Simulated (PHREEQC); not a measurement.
Dissolve 0.057 mol HF, 0.0039 mol (NH4)2SiF6 and 8.8e-05 mol H3BO3 per kg of water at 20 °C. Closed to the air; pH follows from the charge balance.

The numbers come from PHREEQC with the ion-association model, phreeqc.dat.

```tsv
quantity	before	after
pH	2.18	3.04
ionic strength (mol/kgw)	0.0191	0.0688
HF (mol/kgw)	0.0483	0.0472
F- (mol/kgw)	0.00618	0.0486
HF2- (mol/kgw)	0.00110	0.00843
BF3OH- (mol/kgw)	6.02e-7	6.07e-7
SI of Quartz (SiO2)	-6.62	-8.45
```

Question: Name the change that produced these shifts.
A) temperature from 20 to 80 °C
B) diluted 2-fold with water
C) HF replaced by NaHF2 at the same molality
D) H3BO3 from 8.8e-05 to 0.00044 mol/kgw

Answer: C, HF replaced by NaHF2 at the same molality

This is a speciation only: nothing precipitates in the calculation. SiF6-2 is the database's only silicon fluoride. Real BF4- forms and hydrolyses slowly; the run takes it at equilibrium.
